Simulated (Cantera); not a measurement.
Ignition delay

Mixture: CH₄ : CO : O₂ : N₂ : CO₂ = 1 : 0.83 : 2.2 : 10.3 : 0.1 (molar parts), at 4.93 atm, adiabatic and at constant pressure. Ignition delay is the time to a rise of 400 K.

Model: GRI-Mech 3.0 (53 species, 325 reactions), integrated in Cantera.

```tsv
T0 (K)	delay (ms)
1300	5.15
1350	2.70
1400	1.46
1450	0.817
1500	0.471
1550	0.280
1600	0.172
1650	0.109
```

```yaml
apparent activation energy between 1550 and 1650 K: 200 kJ/mol
```
